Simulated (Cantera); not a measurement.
Equilibrium for halide evaporation, hydrolysis and transport: FeCl3 + H2

Input: 1 mol FeCl3, a varied amount of H2, at 948.15 K and 133 Pa.

Cantera equilibrium calculation (NASA polynomials, part measured and part estimated; ideal gas, pure solids and liquids). Candidate condensed phases: Fe, FeCl2, FeCl3; 11 gas species. Rates play no part.

From 8.9 mol H2 to 140 mol H2 the condensed part is Fe(α). The main Fe-bearing gas is FeCl2 throughout.

| n(H2) (mol) | x H2 | x HCl | x FeCl2 | x Fe2Cl4 | x FeCl3 | x H | x Cl | n Fe(α) |
|---|---|---|---|---|---|---|---|---|
| 8.9 | 0.724 | 0.263 | 0.0128 | 6.36e-6 | 2.45e-7 | 1.23e-8 | 4.25e-9 | 0.867 |
| 21 | 0.869 | 0.128 | 0.00253 | 2.50e-7 | 2.16e-8 | 1.34e-8 | 1.89e-9 | 0.943 |
| 34 | 0.916 | 0.0825 | 0.000995 | 3.85e-8 | 5.32e-9 | 1.38e-8 | 1.18e-9 | 0.965 |
| 46 | 0.937 | 0.0621 | 0.000550 | 1.18e-8 | 2.19e-9 | 1.40e-8 | 8.81e-10 | 0.974 |
| 58 | 0.950 | 0.0497 | 0.000348 | 4.73e-9 | 1.10e-9 | 1.41e-8 | 7.01e-10 | 0.979 |
| 71 | 0.959 | 0.0409 | 0.000234 | 2.13e-9 | 6.06e-10 | 1.41e-8 | 5.74e-10 | 0.983 |
| 83 | 0.965 | 0.0352 | 0.000172 | 1.15e-9 | 3.81e-10 | 1.42e-8 | 4.92e-10 | 0.986 |
| 95 | 0.969 | 0.0308 | 0.000131 | 6.71e-10 | 2.55e-10 | 1.42e-8 | 4.30e-10 | 0.987 |
| 110 | 0.973 | 0.0267 | 9.81e-5 | 3.75e-10 | 1.65e-10 | 1.42e-8 | 3.72e-10 | 0.989 |
| 120 | 0.975 | 0.0245 | 8.26e-5 | 2.66e-10 | 1.27e-10 | 1.42e-8 | 3.41e-10 | 0.990 |
| 130 | 0.977 | 0.0227 | 7.04e-5 | 1.93e-10 | 1.00e-10 | 1.43e-8 | 3.15e-10 | 0.991 |
| 140 | 0.979 | 0.0211 | 6.08e-5 | 1.44e-10 | 8.03e-11 | 1.43e-8 | 2.93e-10 | 0.991 |
x: gas mole fraction; n: condensed amount in mol.
